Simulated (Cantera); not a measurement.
Cantera run, input and output.

```python
import numpy as np
import cantera as ct

gas = ct.Solution("SiF4_NH3_mec.yaml", "gas")
gas.TPX = 1975, 72000, {'NH3': 1, 'H2': 0.9}
inlet = ct.Reservoir(gas, clone=True)

reactor = ct.IdealGasConstPressureReactor(gas, energy="off", clone=False)
exhaust = ct.Reservoir(gas, clone=True)
tau = [2.3, 1.1, 0.57, 0.29, 0.14, 0.072, 0.036, 0.018, 0.0091][0]
for a, b in ((inlet, reactor), (reactor, exhaust)):
    ct.MassFlowController(a, b, mdot=lambda t: reactor.mass / tau)
net = ct.ReactorNet([reactor])
show = ['NH3', 'H2', 'NH2', 'N', 'NH', 'N2H4', 'H']

rows = []
print(f"{'tau/s':>10s}{'T/K':>9s}" + "".join(f"{s:>11s}" for s in show))
for tau in [2.3, 1.1, 0.57, 0.29, 0.14, 0.072, 0.036, 0.018, 0.0091]:
    net.initial_time = 0.0
    net.advance(30 * tau)
    before = gas.X
    net.advance(40 * tau)
    drift = np.max(np.abs(gas.X - before) / (gas.X + 1e-9))
    rows.append([gas.T, *gas[show].X, drift])
    print(f"{tau:10.3e}{gas.T:9.1f}" + "".join(f"{x:11.3e}" for x in gas[show].X))
```

Output:

```
     tau/s      T/K        NH3         H2        NH2          N         NH       N2H4          H
 2.300e+00   1975.0  1.991e-02  8.132e-01  7.207e-05  4.440e-07  3.140e-06  2.119e-09  1.021e-03
 1.100e+00   1975.0  3.549e-02  8.029e-01  1.105e-04  4.997e-07  4.125e-06  4.984e-09  8.671e-04
 5.700e-01   1975.0  5.965e-02  7.867e-01  1.603e-04  5.352e-07  5.144e-06  1.050e-08  7.336e-04
 2.900e-01   1975.0  9.987e-02  7.597e-01  2.302e-04  5.568e-07  6.291e-06  2.165e-08  6.076e-04
 1.400e-01   1975.0  1.654e-01  7.157e-01  3.259e-04  5.635e-07  7.538e-06  4.341e-08  4.893e-04
 7.200e-02   1975.0  2.433e-01  6.633e-01  4.234e-04  5.569e-07  8.553e-06  7.331e-08  4.008e-04
 3.600e-02   1975.0  3.299e-01  6.052e-01  5.193e-04  5.425e-07  9.363e-06  1.103e-07  3.309e-04
 1.800e-02   1975.0  4.043e-01  5.551e-01  5.942e-04  5.259e-07  9.877e-06  1.444e-07  2.835e-04
 9.100e-03   1975.0  4.563e-01  5.201e-01  6.423e-04  5.102e-07  1.013e-05  1.687e-07  2.544e-04
```

Model: the gas-phase N/H chemistry of the illustrative SiF4/NH3 mechanism in the Surface Chemkin manual (1991), integrated in Cantera. Walls and surfaces, which speed up NH3 decomposition in real reactors, are not modelled.
